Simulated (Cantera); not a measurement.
Cantera run, input and output.

```python
import numpy as np
import cantera as ct

gas = ct.Solution("gri30.yaml", transport_model="mixture-averaged")
show = ['NO', 'H', 'CO2']

rows = []
print(f"{'T/K':>7s}{'rho':>11s}{'cp':>10s}{'mu':>11s}{'lambda':>11s}{'Pr':>7s}" + "".join(f"{'D_' + s:>11s}" for s in show))
for T in [400, 600, 800, 1000, 1200, 1400, 1600, 1800]:
    gas.TPX = T, 100000, {'N2O': 0.32}
    Pr = gas.cp_mass * gas.viscosity / gas.thermal_conductivity
    D = [gas.mix_diff_coeffs_mole[gas.species_index(s)] for s in show]
    rows.append([gas.density, gas.cp_mass, gas.viscosity, gas.thermal_conductivity, Pr, *D])
    print(f"{T:7g}{gas.density:11.4e}{gas.cp_mass:10.1f}{gas.viscosity:11.4e}"
          f"{gas.thermal_conductivity:11.4e}{Pr:7.3f}" + "".join(f"{d:11.4e}" for d in D))
print("SI units: kg/m3, J/kg/K, Pa s, W/m/K, m2/s")
```

Result:

```
    T/K        rho        cp         mu     lambda     Pr       D_NO        D_H      D_CO2
    400 1.3234e+00     970.3 1.9459e-05 2.5465e-02  0.741 2.6168e-05 1.6824e-04 1.9465e-05
    600 8.8226e-01    1101.3 2.7324e-05 4.0717e-02  0.739 5.3349e-05 3.4744e-04 4.1016e-05
    800 6.6169e-01    1191.6 3.4048e-05 5.4884e-02  0.739 8.7365e-05 5.7266e-04 6.8345e-05
   1000 5.2935e-01    1254.7 4.0022e-05 6.7953e-02  0.739 1.2747e-04 8.3861e-04 1.0073e-04
   1200 4.4113e-01    1294.3 4.5464e-05 8.0076e-02  0.735 1.7317e-04 1.1418e-03 1.3771e-04
   1400 3.7811e-01    1326.8 5.0510e-05 9.1407e-02  0.733 2.2411e-04 1.4797e-03 1.7895e-04
   1600 3.3085e-01    1353.3 5.5249e-05 1.0208e-01  0.732 2.7999e-04 1.8505e-03 2.2419e-04
   1800 2.9409e-01    1374.6 5.9744e-05 1.1219e-01  0.732 3.4061e-04 2.2525e-03 2.7325e-04
SI units: kg/m3, J/kg/K, Pa s, W/m/K, m2/s
```

Model: GRI-Mech 3.0 (53 species, 325 reactions), integrated in Cantera. The composition is frozen, though it would react at the higher temperatures.
